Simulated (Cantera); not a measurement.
Input: 1 mol Hg, 1.8 mol N2, held at 1348 K and 0.100 bar.

Cantera equilibrium calculation (NASA polynomials, part measured and part estimated; ideal gas, pure solids and liquids). Candidate condensed phases: Hg; 3 gas species. Kinetics and transport are ignored.

Q: What is the equilibrium state?

A: 
| Property | Result |
|---|---|
| x(N2) | 0.643 |
| x(Hg) | 0.357 |
| gas amount | 2.800 mol |
| log10 activity of Hg(l) (absent) | -3.98 |
